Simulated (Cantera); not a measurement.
Feed: 1 mol Si, 6.7 mol HCl, 20 mol N₂, at 750 Torr.

Cantera equilibrium calculation (NASA polynomials, part measured and part estimated; ideal gas, pure solids and liquids). Candidate condensed phases: NH₄Cl, Si, Si₃N₄; 28 gas species. N₂ is the only nitrogen source here; it is nearly inert below about 1500 K, so the nitride shown seldom forms there in practice. The numbers say what is thermodynamically allowed, not how fast it happens.

Q: Which condensed phases are stable at each of these points (T (K)): 1173, 1223, 1273, 1323, 1373, 1423, 1473, 1523, 1573, 1623, 1673, 1723, 1773?

A: 
```json
[
 {"T (K)": "1173", "condensed phases": "Si₃N₄(s)", "Si condensed (%)": "26.3"},
 {"T (K)": "1223", "condensed phases": "Si₃N₄(s)", "Si condensed (%)": "27.7"},
 {"T (K)": "1273", "condensed phases": "Si₃N₄(s)", "Si condensed (%)": "28.8"},
 {"T (K)": "1323", "condensed phases": "Si₃N₄(s)", "Si condensed (%)": "29.6"},
 {"T (K)": "1373", "condensed phases": "Si₃N₄(s)", "Si condensed (%)": "29.9"},
 {"T (K)": "1423", "condensed phases": "Si₃N₄(s)", "Si condensed (%)": "29.5"},
 {"T (K)": "1473", "condensed phases": "Si₃N₄(s)", "Si condensed (%)": "28.1"},
 {"T (K)": "1523", "condensed phases": "Si₃N₄(s)", "Si condensed (%)": "24.9"},
 {"T (K)": "1573", "condensed phases": "Si₃N₄(s)", "Si condensed (%)": "19.5"},
 {"T (K)": "1623", "condensed phases": "Si₃N₄(s)", "Si condensed (%)": "11.1"},
 {"T (K)": "1673", "condensed phases": "gas only", "Si condensed (%)": "0.0"},
 {"T (K)": "1723", "condensed phases": "gas only", "Si condensed (%)": "0.0"},
 {"T (K)": "1773", "condensed phases": "gas only", "Si condensed (%)": "0.0"}
]
```

From 1173 K to 1623 K the condensed part is Si₃N₄(s). From 1673 K to 1773 K nothing is condensed.
